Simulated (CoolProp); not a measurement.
Vapour pressure (MPa) of CH3F (R41): the reference equation beside estimates from Tc = 44.1 °C, pc = 5.906 MPa, ω = 0.200.

The numbers come from the reference Helmholtz-energy equation of state, Lemmon 2006 in CoolProp. It is a short technical equation, of lower accuracy than the large ones.

```json
[
 {"T (°C)": "-73.75", "reference": "0.1297", "Lee-Kesler": "0.1256", "Redlich-Kwong": "0.1936", "Soave-Redlich-Kwong": "0.1260"},
 {"T (°C)": "-68.25", "reference": "0.1715", "Lee-Kesler": "0.1676", "Redlich-Kwong": "0.2516", "Soave-Redlich-Kwong": "0.1679"},
 {"T (°C)": "-62.65", "reference": "0.2241", "Lee-Kesler": "0.2210", "Redlich-Kwong": "0.3229", "Soave-Redlich-Kwong": "0.2211"},
 {"T (°C)": "-57.15", "reference": "0.2873", "Lee-Kesler": "0.2853", "Redlich-Kwong": "0.4065", "Soave-Redlich-Kwong": "0.2853"},
 {"T (°C)": "-51.65", "reference": "0.3633", "Lee-Kesler": "0.3630", "Redlich-Kwong": "0.5048", "Soave-Redlich-Kwong": "0.3629"},
 {"T (°C)": "-46.05", "reference": "0.4556", "Lee-Kesler": "0.4576", "Redlich-Kwong": "0.6216", "Soave-Redlich-Kwong": "0.4575"},
 {"T (°C)": "-40.55", "reference": "0.5627", "Lee-Kesler": "0.5675", "Redlich-Kwong": "0.7538", "Soave-Redlich-Kwong": "0.5677"},
 {"T (°C)": "-34.95", "reference": "0.6903", "Lee-Kesler": "0.6984", "Redlich-Kwong": "0.9079", "Soave-Redlich-Kwong": "0.6993"}
]
```

Absolute difference from the reference over all 8 rows, mean and median: Lee-Kesler 1.3 and 1.0 %, Redlich-Kwong 40.3 and 40.2 %, Soave-Redlich-Kwong 1.2 and 1.1 %.
